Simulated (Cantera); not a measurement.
A perfectly stirred reactor is fed with 10.8 % CH3OH, 18.7 % O2, 70.5 % N2, equivalence ratio 0.86, at 1.00 bar; it is adiabatic with a 425 K inlet, and is followed from long to short residence time, starting on the burning branch (τ in s: 0.18, 0.064, 0.023, 0.0082, 0.0029, 0.001, 0.00037, 0.00013, 4.8e-05, 1.7e-05, 6.1e-06).

Detailed kinetics in Cantera: GRI-Mech 3.0 (53 species, 325 reactions). GRI-Mech 3.0 was tuned for natural gas; its chemistry of methanol as a main component is partial and can be far from experiment.

**Question.** Predict: blow-out, bracketed by the residence times tried; x(CH3OH) at τ = 0.180 s; x(O2) at τ = 0.180 s; x(H2O) at τ = 0.180 s; x(CH3OH) at τ = 1.00 ms; x(O2) at τ = 1.00 ms; x(H2O) at τ = 1.00 ms; x(CH2CO) at τ = 1.00 ms.

**Answer.** 
```json
{
  "blow_out_bracketed_by_the_residence_times_tried": "burning at 0.130 ms, out at 48.0 µs",
  "x(CH3OH) at τ = 0.180 s": "6.30e-7",
  "x(O2) at τ = 0.180 s": "0.0252",
  "x(H2O) at τ = 0.180 s": "0.200",
  "x(CH3OH) at τ = 1.00 ms": "3.26e-5",
  "x(O2) at τ = 1.00 ms": "0.0346",
  "x(H2O) at τ = 1.00 ms": "0.186",
  "x(CH2CO) at τ = 1.00 ms": "5.53e-9"
}
```
